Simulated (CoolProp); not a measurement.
The fluid at 255.79 K and 0.278 MPa (gas) is heated at constant pressure to 267 K. The same conditions are run with several fluids, on thermodynamics alone (safety and materials aside).

Computed with CoolProp (reference Helmholtz-energy equation of state of each fluid (hydrogen sulfide: Lemmon 2006; ethylene: Smukala 2000; dry air: Lemmon 2000; fluorine: de Reuck 1990; carbon monoxide: Lemmon 2006)). Blends and air are pseudo-pure fits.

### Question
Rank hydrogen sulfide, ethylene, dry air, fluorine, carbon monoxide by heat (kJ/kg), highest first.

### Answer
ethylene (16.3), hydrogen sulfide (11.8), carbon monoxide (11.7), dry air (11.3), fluorine (9.08)

```csv
fluid,final density (kg/m³)
hydrogen sulfide,4.40
ethylene,3.59
dry air,3.63
fluorine,4.77
carbon monoxide,3.51
```
